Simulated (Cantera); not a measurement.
An isothermal, constant-pressure homogeneous reactor starts with 5.66 % H2, 5.90 % O2, 88.4 % N2, at 1400 K and 0.133 bar.

Model: GRI-Mech 3.0 (53 species, 325 reactions), integrated in Cantera. The temperature is held fixed by assumption; the heat of reaction is taken as removed at once.

x: mole fraction; the columns are a selection and need not sum to one.

```csv
t (s),x H2,x O2,x H,x N2O,x H2O2
7.00e-5,0.0566,0.0590,1.63e-7,<1e-12,3.27e-10
0.000365,0.0475,0.0547,0.00486,6.88e-10,4.76e-8
0.00190,0.00509,0.0328,0.0162,1.83e-8,1.85e-7
0.00993,___,0.0315,___,___,___
0.0518,___,0.0315,___,___,___
0.270,4.52e-6,0.0315,3.10e-7,9.45e-8,3.49e-9
1.41,6.68e-7,0.0315,1.78e-8,3.30e-8,6.48e-10
7.35,4.09e-7,0.0315,8.58e-9,7.56e-9,4.23e-10
38.3,4.08e-7,0.0315,8.57e-9,7.53e-9,4.22e-10
200,4.08e-7,0.0315,8.57e-9,7.53e-9,4.22e-10
```

### Question
Complete the blanks.

### Answer

- 0.00993, x H2: 0.00169
- 0.00993, x H: 0.00237
- 0.00993, x N2O: 3.13e-8
- 0.00993, x H2O2: 1.61e-7
- 0.0518, x H2: 8.17e-5
- 0.0518, x H: 2.33e-5
- 0.0518, x N2O: 8.03e-8
- 0.0518, x H2O2: 3.20e-8
